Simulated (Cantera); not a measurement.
## Equilibrium for hydrogen reduction and annealing atmospheres: FeS₂ + H₂ + N₂

Feed: 1 mol FeS₂, 3.9 mol H₂, 70 mol N₂, equilibrated at 802 °C.

Equilibrium computed with Cantera from the NASA thermochemical tables; the gas is ideal and each condensed phase is pure. Candidate condensed phases: Fe, FeS, FeS₂, S; 16 gas species. FeS: taken at fixed stoichiometry. Gases not in the tables: S₃ to S₇. Rates play no part.

```
P (Pa)    x N₂    x H₂    x H₂S      x S₂     x NH₃     x SH  n FeS(s)
-------  -----  ------  -------  --------  --------  -------  --------
10       0.942  0.0501  0.00238   0.00553  3.98e-10  2.55e-5      1.00
42       0.943  0.0482  0.00427   0.00459   1.58e-9  2.28e-5      1.00
180      0.944  0.0456  0.00701   0.00323   6.23e-9  1.86e-5      1.00
750      0.946  0.0427  0.00995   0.00177   2.36e-8  1.33e-5      1.00
3200     0.947  0.0406   0.0121  0.000686   9.32e-8  8.09e-6      1.00
13000    0.947  0.0396   0.0131  0.000206   3.66e-7  4.38e-6      1.00
56000    0.947  0.0393   0.0134   5.11e-5   1.56e-6  2.17e-6      1.00
240000   0.947  0.0393   0.0135   1.21e-5   6.65e-6  1.06e-6      1.00
1000000  0.947  0.0392   0.0135   2.92e-6   2.77e-5  5.19e-7      1.00
```
x: gas mole fraction; n: condensed amount in mol.

From 10.0 Pa to 10.0 bar the condensed part is FeS(s).
